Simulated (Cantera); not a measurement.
An adiabatic, constant-pressure homogeneous reactor starts with CH4 : H2 : O2 : N2 : CO2 = 1 : 0.066 : 2.67 : 10.1 : 0.048 (molar parts), equivalence ratio 0.76, at 1350 K and 1.48 atm.

Cantera simulation using GRI-Mech 3.0 (53 species, 325 reactions); the numbers are that mechanism's predictions, not measurements.

### Question
Predict: time of steepest temperature rise; temperature at 4.00 s; equilibrium temperature; x(H2) at 4.00 s; x(O2) at 4.00 s; x(HO2) at 4.00 s.

### Answer
```
Property                                                            Result
---------------------------------  ---------------------------------------
time of steepest temperature rise                                  2.54 ms
temperature at 4.00 s                                               2584 K
equilibrium temperature                                             2584 K
x(H2) at 4.00 s                    0.00464 (gas-phase equilibrium 0.00464)
x(O2) at 4.00 s                      0.0439 (gas-phase equilibrium 0.0439)
x(HO2) at 4.00 s                   7.00e-6 (gas-phase equilibrium 7.00e-6)
```
